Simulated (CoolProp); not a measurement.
Vapour-liquid equilibrium of isobutene (1) + n-butane (2) at -14.35 °C; x and y are mole fractions of (1).

Values from CoolProp's multi-fluid Helmholtz-energy mixture model, Lemmon 2005 and Bücker 2006; pair parameters Bell 2016.

```tsv
x	bubble pressure, mixture model (MPa)	bubble pressure, Raoult's law (MPa)	y, mixture model	y, Raoult's law
0.05	0.05907	0.05881	0.067	0.064
0.15	0.06119	0.06054	0.192	0.187
0.25	0.06316	0.06228	0.306	0.302
0.35	0.06500	0.06401	0.413	0.412
0.45	0.06675	0.06575	0.513	0.515
0.55	0.06842	0.06749	0.609	0.614
0.65	0.07003	0.06922	0.700	0.707
0.75	0.07158	0.07096	0.789	0.796
0.85	0.07309	0.07269	0.875	0.880
0.95	0.07457	0.07443	0.959	0.961
```

The largest gap from Raoult's law is +1.5 % in bubble pressure, at x = 0.35. No azeotrope shows between x = 0.05 and 0.95.

The pair parameters rest on a limited set of measurements; away from them the model extrapolates.
